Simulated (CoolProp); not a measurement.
R125 along the isotherm 158.85 °C: Z from the reference equation and from simpler models built on Tc = 66.0 °C, pc = 3.618 MPa, ω = 0.305; each cubic takes its own stable root.

Values from CoolProp's reference Helmholtz-energy equation of state, Lemmon 2005.

```
p (MPa)          phase  reference
-------  -------------  ---------
0.0286             gas     0.9989
0.0462             gas     0.9982
0.0747             gas     0.9970
0.121              gas     0.9952
0.195              gas     0.9922
0.315              gas     0.9874
0.509              gas     0.9797
0.822              gas     0.9672
1.33               gas     0.9468
2.15               gas     0.9139
3.47               gas     0.8611
5.6      supercritical     0.7789
9.05     supercritical     0.6832
```

### Question
How far does each simpler model (Soave-Redlich-Kwong, Peng-Robinson) lie from the reference over these 13 states: mean and median of the absolute difference, and the worst?

### Answer
- Soave-Redlich-Kwong: mean 1.1 %, median 0.1 %, worst +8.2 % at 158.85 °C and 9.05 MPa
- Peng-Robinson: mean 0.6 %, median 0.3 %, worst +2.3 % at 158.85 °C and 9.05 MPa
